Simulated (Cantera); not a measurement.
A perfectly stirred reactor is fed with CH4 : CO2 : H2 = 1 : 4.5 : 0.093 (molar parts), at 0.345 atm; it is held at 1200 K, and followed from long to short residence time.

Computed with Cantera and GRI-Mech 3.0 (53 species, 325 reactions).

**Question.** What does this change do: temperature 1200 to 1798 K?

**Answer.** 
```
quantity                 before     after
----------------------  -------  --------
x(CH4) at τ = 10.0 s      0.178  0.000639
x(CO2) at τ = 10.0 s      0.804     0.272
x(H2) at τ = 10.0 s      0.0162    0.0838
x(CH3) at τ = 10.0 s    1.81e-6   1.97e-5
x(C2H4) at τ = 10.0 s   8.05e-5   3.61e-7
x(CH4) at τ = 0.170 s     0.179    0.0118
x(CO2) at τ = 0.170 s     0.805     0.355
x(H2) at τ = 0.170 s     0.0166    0.0611
x(CH3) at τ = 0.170 s   9.19e-7  0.000382
x(C2H4) at τ = 0.170 s  1.17e-7  0.000140
```

**Question.** What does this change do: temperature 1200 to 1800 K?

**Answer.** 
```json
[
 {"quantity": "x(CH4) at τ = 10.0 s", "before": "0.178", "after": "0.000619"},
 {"quantity": "x(CO2) at τ = 10.0 s", "before": "0.804", "after": "0.271"},
 {"quantity": "x(H2) at τ = 10.0 s", "before": "0.0162", "after": "0.0837"},
 {"quantity": "x(CH3) at τ = 10.0 s", "before": "1.81e-6", "after": "1.94e-5"},
 {"quantity": "x(C2H4) at τ = 10.0 s", "before": "8.05e-5", "after": "3.42e-7"},
 {"quantity": "x(CH4) at τ = 0.170 s", "before": "0.179", "after": "0.0116"},
 {"quantity": "x(CO2) at τ = 0.170 s", "before": "0.805", "after": "0.353"},
 {"quantity": "x(H2) at τ = 0.170 s", "before": "0.0166", "after": "0.0614"},
 {"quantity": "x(CH3) at τ = 0.170 s", "before": "9.19e-7", "after": "0.000381"},
 {"quantity": "x(C2H4) at τ = 0.170 s", "before": "1.17e-7", "after": "0.000136"}
]
```
